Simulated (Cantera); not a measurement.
A perfectly stirred reactor is fed with H2 : O2 = 0.0091 : 1 (molar parts), equivalence ratio 0.0046, at 0.0132 atm; it is held at 1450 K, and followed from long to short residence time.

Detailed kinetics in Cantera: the H2/O2 subset of GRI-Mech 3.0, which has no nitrogen chemistry. Radical loss at walls, strong at low pressure, is not modelled.

x: mole fraction; the columns are a selection and need not sum to one.

```csv
τ (s),x H2,x O2,x H,x H2O,x H2O2
5.5,9.58e-6,0.989,1.83e-5,0.00873,[?]
1.6,1.88e-5,0.988,4.90e-5,0.00858,[?]
0.47,3.51e-5,0.986,0.000103,0.00841,[?]
0.14,6.67e-5,0.984,0.000163,0.00825,[?]
0.040,0.000155,0.983,0.000208,0.00806,[?]
0.012,0.000417,0.983,0.000246,0.00767,[?]
0.0034,0.00125,0.984,0.000286,0.00663,[?]
```

Problem. Complete the blanks.

Solution. 
- 5.5, x H2O2: 3.34e-9
- 1.6, x H2O2: 4.68e-9
- 0.47, x H2O2: 5.90e-9
- 0.14, x H2O2: 6.81e-9
- 0.040, x H2O2: 7.74e-9
- 0.012, x H2O2: 9.38e-9
- 0.0034, x H2O2: 1.23e-8
